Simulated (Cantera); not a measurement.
# Stirred combustor or abatement burner

A perfectly stirred reactor is fed with CH₄ : O₂ : N₂ : H₂O = 1 : 1.82 : 6.84 : 0.31 (molar parts), equivalence ratio 1.1, at 0.440 bar; it is adiabatic with a 350 K inlet, and is followed from long to short residence time, starting on the burning branch (τ in s: 0.023, 0.0084, 0.003, 0.0011, 0.0004, 0.00015, 5.3e-05, 1.9e-05, 7e-06).

Detailed kinetics in Cantera: GRI-Mech 3.0 (53 species, 325 reactions).

```json
[
 {"τ (s)": "0.023", "T (K)": "2082", "x CH₄": "1.93e-5", "x O₂": "0.00443", "x H₂O": "0.204", "x HO₂": "6.93e-7", "x CH₃": "1.09e-5", "x N₂O": "3.01e-8", "x C₂H": "8.47e-11"},
 {"τ (s)": "0.0084", "T (K)": "2030", "x CH₄": "3.88e-5", "x O₂": "0.00659", "x H₂O": "0.199", "x HO₂": "1.12e-6", "x CH₃": "1.98e-5", "x N₂O": "2.98e-8", "x C₂H": "2.16e-10"},
 {"τ (s)": "0.0030", "T (K)": "1966", "x CH₄": "8.61e-5", "x O₂": "0.00923", "x H₂O": "0.194", "x HO₂": "1.78e-6", "x CH₃": "3.89e-5", "x N₂O": "2.92e-8", "x C₂H": "6.23e-10"},
 {"τ (s)": "0.0011", "T (K)": "1899", "x CH₄": "0.000208", "x O₂": "0.0123", "x H₂O": "0.189", "x HO₂": "2.81e-6", "x CH₃": "8.26e-5", "x N₂O": "2.87e-8", "x C₂H": "2.07e-9"},
 {"τ (s)": "0.00040", "T (K)": "1827", "x CH₄": "0.000591", "x O₂": "0.0169", "x H₂O": "0.185", "x HO₂": "5.07e-6", "x CH₃": "0.000205", "x N₂O": "2.79e-8", "x C₂H": "8.77e-9"},
 {"τ (s)": "0.00015", "T (K)": "350", "x CH₄": "0.100", "x O₂": "0.183", "x H₂O": "0.0311", "x HO₂": "<1e-12", "x CH₃": "<1e-12", "x N₂O": "<1e-12", "x C₂H": "<1e-12"},
 {"τ (s)": "5.3e-5", "T (K)": "350", "x CH₄": "0.100", "x O₂": "0.183", "x H₂O": "0.0311", "x HO₂": "<1e-12", "x CH₃": "<1e-12", "x N₂O": "<1e-12", "x C₂H": "<1e-12"},
 {"τ (s)": "1.9e-5", "T (K)": "350", "x CH₄": "0.100", "x O₂": "0.183", "x H₂O": "0.0311", "x HO₂": "<1e-12", "x CH₃": "<1e-12", "x N₂O": "<1e-12", "x C₂H": "<1e-12"},
 {"τ (s)": "7.0e-6", "T (K)": "350", "x CH₄": "0.100", "x O₂": "0.183", "x H₂O": "0.0311", "x HO₂": "<1e-12", "x CH₃": "<1e-12", "x N₂O": "<1e-12", "x C₂H": "<1e-12"}
]
```
x: mole fraction; the columns are a selection and need not sum to one.
